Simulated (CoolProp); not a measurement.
R13 at 298.15 K and 1.55 MPa is throttled through a valve to 0.332 MPa with no heat exchange. Each further row changes one setting.

Computed with CoolProp (reference Helmholtz-energy equation of state, Platzer 1990). This equation is an older, rougher fit.

```json
[
 {"case": "as stated", "temperature change (K)": "-15.9", "final density (kg/m³)": "___"},
 {"case": "outlet pressure 0.0996 MPa", "temperature change (K)": "___", "final density (kg/m³)": "4.53"},
 {"case": "outlet pressure 0.432 MPa", "temperature change (K)": "___", "final density (kg/m³)": "20.1"}
]
```

Problem. Complete the blanks.

Solution. 
- as stated, final density (kg/m³): 15.3
- outlet pressure 0.0996 MPa, temperature change (K): -19.1
- outlet pressure 0.432 MPa, temperature change (K): -14.6
